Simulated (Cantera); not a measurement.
Feed: 1 mol Si, 2.7 mol SF6, 5.7 mol N2, held at 7.50 Torr.

Cantera equilibrium calculation (NASA polynomials, part measured and part estimated; ideal gas, pure solids and liquids). Candidate condensed phases: S, Si, Si3N4; 29 gas species. The tables' values for SF3, SF5 are old estimates; treat these amounts as uncertain. The numbers say what is thermodynamically allowed, not how fast it happens.

log p: log10 of the partial pressure in bar; nothing condenses.

```json
[
 {"T (K)": "900", "log p N2": "-2.22", "log p SF4": "-2.67", "log p F": "-9.44", "log p SiF4": "-2.97", "log p SF6": "-3.12", "log p SF3": "-5.26", "log p SF2": "-5.57"},
 {"T (K)": "950", "log p N2": "-2.22", "log p SF4": "-2.68", "log p F": "-8.50", "log p SiF4": "-2.97", "log p SF6": "-3.12", "log p SF3": "-5.17", "log p SF2": "-5.56"},
 {"T (K)": "1000", "log p N2": "-2.22", "log p SF4": "-2.68", "log p F": "-7.64", "log p SiF4": "-2.97", "log p SF6": "-3.12", "log p SF3": "-5.09", "log p SF2": "-5.54"},
 {"T (K)": "1050", "log p N2": "-2.22", "log p SF4": "-2.68", "log p F": "-6.87", "log p SiF4": "-2.97", "log p SF6": "-3.12", "log p SF3": "-5.01", "log p SF2": "-5.53"},
 {"T (K)": "1100", "log p N2": "-2.22", "log p SF4": "-2.68", "log p F": "-6.17", "log p SiF4": "-2.97", "log p SF6": "-3.12", "log p SF3": "-4.95", "log p SF2": "-5.52"},
 {"T (K)": "1150", "log p N2": "-2.22", "log p SF4": "-2.68", "log p F": "-5.53", "log p SiF4": "-2.97", "log p SF6": "-3.12", "log p SF3": "-4.88", "log p SF2": "-5.51"},
 {"T (K)": "1200", "log p N2": "-2.22", "log p SF4": "-2.68", "log p F": "-4.95", "log p SiF4": "-2.97", "log p SF6": "-3.13", "log p SF3": "-4.83", "log p SF2": "-5.50"},
 {"T (K)": "1250", "log p N2": "-2.22", "log p SF4": "-2.68", "log p F": "-4.41", "log p SiF4": "-2.97", "log p SF6": "-3.13", "log p SF3": "-4.77", "log p SF2": "-5.48"},
 {"T (K)": "1300", "log p N2": "-2.22", "log p SF4": "-2.67", "log p F": "?", "log p SiF4": "-2.98", "log p SF6": "-3.16", "log p SF3": "-4.70", "log p SF2": "-5.44"},
 {"T (K)": "1350", "log p N2": "-2.23", "log p SF4": "-2.66", "log p F": "?", "log p SiF4": "-2.99", "log p SF6": "?", "log p SF3": "-4.61", "log p SF2": "?"},
 {"T (K)": "1400", "log p N2": "-2.25", "log p SF4": "-2.65", "log p F": "-3.18", "log p SiF4": "-3.00", "log p SF6": "-3.41", "log p SF3": "-4.45", "log p SF2": "-5.13"},
 {"T (K)": "1450", "log p N2": "-2.27", "log p SF4": "-2.64", "log p F": "-2.97", "log p SiF4": "-3.02", "log p SF6": "-3.77", "log p SF3": "-4.22", "log p SF2": "-4.74"},
 {"T (K)": "1500", "log p N2": "-2.28", "log p SF4": "-2.65", "log p F": "-2.85", "log p SiF4": "-3.04", "log p SF6": "-4.30", "log p SF3": "-3.94", "log p SF2": "-4.23"},
 {"T (K)": "1550", "log p N2": "-2.30", "log p SF4": "-2.70", "log p F": "-2.76", "log p SiF4": "-3.06", "log p SF6": "-4.86", "log p SF3": "-3.70", "log p SF2": "-3.77"}
]
```

**Question.** Fill in the missing entries.

**Answer.** 
- 1350, log p F: -3.51
- 1350, log p SF6: -3.23
- 1350, log p SF2: -5.34
- 1300, log p F: -3.93
